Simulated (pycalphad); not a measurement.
An equivalent pycalphad script:

```python
from pycalphad import Database, equilibrium, calculate, variables as v
import numpy as np
db = Database('COST507.tdb')
comps = ['SI', 'V', 'VA']
phases = ['BCC_A2', 'DIAMOND_A4', 'LIQUID', 'SI2V', 'SI3V5', 'SI5V6', 'SIV3']
eq = equilibrium(db, comps, phases, {v.X('V'): 0.0262, v.T: np.arange(2600, 499, -50), v.P: 101325, v.N: 1}, output=['HM', 'SM'])
```

CALPHAD calculation (pycalphad, COST 507 light-alloy database (1999)), 1 atm. These are 1990s assessments: newer ones move some temperatures and phases. Amounts are mole fractions of atoms. Kinetics are ignored, which matters at the lower temperatures.

Results at three of the temperatures:

```
T = 1700.00 K, P = 101325 Pa, N = 1 mol of atoms
G = -73193 J/mol, H = 82735 J/mol, S = 91.72 J/(mol K)  (SER reference)
chemical potentials (J/mol): Si -69718, V -202360
phase             fraction      x(Si)       x(V)
LIQUID              1.0000     0.9738     0.0262
```

```
T = 1250.00 K, P = 101325 Pa, N = 1 mol of atoms
G = -46326 J/mol, H = 20593 J/mol, S = 53.54 J/(mol K)  (SER reference)
chemical potentials (J/mol): Si -42985, V -170514
phase             fraction      x(Si)       x(V)
DIAMOND_A4          0.9214     1.0000       none
SI2V                0.0786     0.6667     0.3333
```

```
T = 1000.00 K, P = 101325 Pa, N = 1 mol of atoms
G = -33671 J/mol, H = 13850 J/mol, S = 47.52 J/(mol K)  (SER reference)
chemical potentials (J/mol): Si -30382, V -155932
phase             fraction      x(Si)       x(V)
DIAMOND_A4          0.9214     1.0000       none
SI2V                0.0786     0.6667     0.3333
```

Changes of the phase set, refined by bisection:

```
T (°C)           phases above           phases below
------  ---------------------  ---------------------
1403.4                 liquid  diamond (Si) + liquid
1401.9  diamond (Si) + liquid    diamond (Si) + SI2V
```

Database names, with the compositions (at.%) that they take in these runs: SI2V: Si 67 V 33. DIAMOND_A4 is diamond (Si). An entry "none" or "no" means that the model of the phase leaves that element out.
